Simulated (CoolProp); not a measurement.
Vapour-liquid equilibrium of propylene (1) + dimethyl ether (2) at 40.15 °C; x and y are mole fractions of (1).

Model: multi-fluid Helmholtz-energy mixture model, Lemmon 2013 and Wu 2011; pair parameters Bell 2016, in CoolProp.

Task: Give the bubble pressure and the first vapour's composition at x = 0.05, 0.275, 0.65. Is there an azeotrope?

Result: x = 0.05: 9.413 bar, y = 0.090; x = 0.275: 11.44 bar, y = 0.399; x = 0.65: 14.32 bar, y = 0.739. No azeotrope shows between x = 0.05 and 0.95.

The pair parameters rest on a limited set of measurements; away from them the model extrapolates.
